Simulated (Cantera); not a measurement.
Charge: 1 mol PbO, 9.5 mol CO, 0.73 mol H2, equilibrated at 0.133 bar.

Cantera equilibrium calculation (NASA polynomials, part measured and part estimated; ideal gas, pure solids and liquids). Candidate condensed phases: C, C6H6, C7H8, C8H18, H2O, Pb, PbO, PbO2, Pb3O4; 113 gas species. Equilibrium is a limit: real reactors are often held back by kinetics, nucleation or transport.

Q: What share of the Pb ends up in condensed phases as a function of T (°C), at 427, 502, 577, 652, 727, 802, 877, 952, 1027, 1102, 1177, 1252, 1327?

A: 
| T (°C) | Pb condensed (%) | as |
|---|---|---|
| 427 | 100.0 | Pb(l) |
| 502 | 100.0 | Pb(l) |
| 577 | 100.0 | Pb(l) |
| 652 | 100.0 | Pb(l) |
| 727 | 99.9 | Pb(l) |
| 802 | 99.4 | Pb(l) |
| 877 | 97.8 | Pb(l) |
| 952 | 92.8 | Pb(l) |
| 1027 | 79.5 | Pb(l) |
| 1102 | 47.0 | Pb(l) |
| 1177 | 0.0 | - |
| 1252 | 0.0 | - |
| 1327 | 0.0 | - |
